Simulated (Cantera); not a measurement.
A closed system holds: 1 mol FeS, a varied amount of O2, 1.1 mol N2, equilibrated at 1223 K and 54.8 Torr.

Method: chemical equilibrium by Gibbs-energy minimisation in Cantera with the NASA 1993 tables (ideal gas, pure condensed phases). Candidate condensed phases: Fe, FeO, FeS, FeSO4, FeS2, Fe2O3, Fe2(SO4)3, Fe3O4, S; 19 gas species. Mutual solubility and eutectic melting of coexisting phases are not modelled. FeS: taken at fixed stoichiometry. Gases not in the tables: S3 to S7. Equilibrium is a limit: real reactors are often held back by kinetics, nucleation or transport.

x: gas mole fraction; n: condensed amount in mol.

| n(O2) (mol) | x O2 | x N2 | x SO2 | x S2 | x SO3 | x S2O | n FeS(s) | n Fe3O4(s) | n Fe2O3(s) |
|---|---|---|---|---|---|---|---|---|---|
| 0.68 | 1.18e-11 | 0.725 | 0.242 | 0.0318 | 4.82e-8 | 0.00103 | 0.533 | 0.156 | 0 |
| 1 | 1.39e-11 | 0.642 | 0.317 | 0.0394 | 6.84e-8 | 0.00139 | 0.317 | 0.228 | 0 |
| 1.5 | ___ | ___ | ___ | 0.0400 | ___ | ___ | 0 | ___ | 0 |
| 2.3 | ___ | ___ | ___ | <1e-12 | 0.00965 | <1e-12 | 0 | 0 | 0.500 |
| 3.5 | 0.452 | 0.287 | 0.251 | <1e-12 | 0.00978 | <1e-12 | 0 | 0 | 0.500 |
| 5.3 | 0.627 | 0.195 | 0.170 | <1e-12 | 0.00779 | <1e-12 | 0 | 0 | 0.500 |
| 7.9 | 0.745 | 0.134 | 0.116 | <1e-12 | 0.00578 | <1e-12 | 0 | 0 | 0.500 |

### Question
Some entries are withheld; supply them.

### Answer

- 2.3, x O2: 0.204
- 2.3, x N2: 0.417
- 2.3, x SO2: 0.370
- 1.5, x O2: 1.80e-11
- 1.5, x N2: 0.546
- 1.5, x SO2: 0.412
- 1.5, x SO3: 1.01e-7
- 1.5, x S2O: 0.00160
- 1.5, n Fe3O4(s): 0.333
